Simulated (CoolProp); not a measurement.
Saturation properties of vinyl chloride (Tc = 425.0 K, pc = 5.600 MPa, ω = 0.160).

Computed with CoolProp (reference Helmholtz-energy equation of state, Thol 2022).

```
T (K)  p (MPa)  liquid density (kg/m³)  vapour density (kg/m³)  liquid cp (kJ/(kg K))
-----  -------  ----------------------  ----------------------  ---------------------
263.3        ?                   963.0                       ?                  1.484
267.3   0.1394                       ?                   4.068                  1.487
271.3   0.1620                   948.7                       ?                  1.491
275.3   0.1873                   941.5                   5.356                  1.496
279.3   0.2156                   934.2                   6.106                  1.501
283.3        ?                   926.9                   6.934                  1.507
287.3        ?                   919.5                   7.845                      ?
291.3   0.3202                   912.1                       ?                  1.519
```

Task: Some entries are withheld; supply them.

Result: 
- 263.3, p (MPa): 0.1193
- 263.3, vapour density (kg/m³): 3.520
- 267.3, liquid density (kg/m³): 955.8
- 271.3, vapour density (kg/m³): 4.678
- 283.3, p (MPa): 0.2470
- 287.3, p (MPa): 0.2818
- 287.3, liquid cp (kJ/(kg K)): 1.513
- 291.3, vapour density (kg/m³): 8.845

It boils at 259.3 K under 1 atm.
